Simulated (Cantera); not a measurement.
## Premixed flame

A freely propagating, adiabatic, planar premixed flame of H2 : O2 : N2 = 1 : 0.46 : 2.59 (molar parts), unburnt at 650 K and 675 Torr; mixture-averaged transport, grid criteria slope 0.08 and curve 0.16, no radiation.

Cantera simulation using the H2/O2 subset of GRI-Mech 3.0, which has no nitrogen chemistry; the numbers are that mechanism's predictions, not measurements. Burning velocities carry a grid error of a few per cent, more on coarse grids.

| z (mm) | T (K) | u (m/s) | x H2 | x O2 | x H2O | x OH | x O | x H2O2 |
|---|---|---|---|---|---|---|---|---|
| -1.92 | 650 | 6.31 | 0.247 | 0.114 | <1e-8 | <1e-8 | <1e-8 | <1e-8 |
| -1.28 | 650 | 6.31 | 0.247 | 0.114 | <1e-8 | <1e-8 | <1e-8 | <1e-8 |
| -0.959 | 650 | 6.31 | 0.247 | 0.114 | <1e-8 | <1e-8 | <1e-8 | <1e-8 |
| -0.639 | 650 | 6.31 | 0.247 | 0.114 | 1.62e-7 | <1e-8 | <1e-8 | <1e-8 |
| -0.320 | 662 | 6.40 | 0.243 | 0.114 | 0.000674 | 3.75e-5 | 8.19e-6 | 2.30e-6 |
| -0.160 | 821 | 7.80 | 0.216 | 0.109 | 0.0154 | 0.000519 | 0.000276 | 6.94e-6 |
| 0 | 1206 | 11.1 | 0.127 | 0.0738 | 0.0901 | 0.00270 | 0.00420 | 3.22e-6 |
| 0.160 | 1484 | 13.5 | 0.0563 | 0.0296 | 0.170 | 0.00672 | 0.00813 | 2.34e-6 |
| 0.320 | 1612 | 14.6 | 0.0436 | 0.0189 | 0.190 | 0.00868 | 0.00811 | 1.53e-6 |
| 0.639 | 1748 | 15.7 | 0.0417 | 0.0148 | 0.200 | 0.0100 | 0.00683 | 8.44e-7 |
| 1.28 | 1885 | 16.8 | 0.0401 | 0.0117 | 0.209 | 0.0105 | 0.00504 | 4.48e-7 |
| 2.56 | 2009 | 17.7 | 0.0370 | 0.00861 | 0.220 | 0.0100 | 0.00331 | 2.56e-7 |
| 5.11 | 2113 | 18.5 | 0.0330 | 0.00583 | 0.230 | 0.00869 | 0.00193 | 1.58e-7 |
x: mole fraction of selected species; z is measured from the peak of heat release.

| Property | Result |
|---|---|
| laminar burning velocity | 631 cm/s |
| thermal thickness | 0.639 mm |
| peak x(OH) | 0.0105 |
| peak x(O) | 0.00832 |
| peak x(H2O2) | 7.10e-6 |
| grid points | 136 |
